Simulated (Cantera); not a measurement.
A closed system holds: 1 mol SiF4, 0.25 mol NH3, 5.2 mol N2, held at 925 °C and 34000 Pa.

Method: chemical equilibrium by Gibbs-energy minimisation in Cantera with the NASA 1993 tables (ideal gas, pure condensed phases). Candidate condensed phases: Si, Si3N4; 37 gas species. The tables' values for SiF3 are old estimates; treat these amounts as uncertain. Rates play no part.

Base state: N2 0.795, SiF4 0.149, H2 0.0554, HF 0.000782, SiHF3 0.000339, SiF3 0.000157 (mole fractions); condensed: Si3N4(s).

Question: What changes in the equilibrium state with this change: temperature from 925 °C to 1525 °C?

Answer: 
| species | before | after |
|---|---|---|
| N2 | 0.795 | 0.786 |
| SiF4 | 0.149 | 0.127 |
| H2 | 0.0554 | 0.0442 |
| HF | 0.000782 | 0.0215 |
| SiF3 | 0.000157 | 0.0187 |
| SiF2 | 1.83e-7 | 0.00101 |
| H | 7.70e-8 | 0.000127 |
| SiHF3 | 0.000339 | 0.000762 |
| Si3N4(s), mol | 0.000159 | 0 |
The tables' values for SiF3, SiF2 are old estimates; treat these amounts as uncertain.
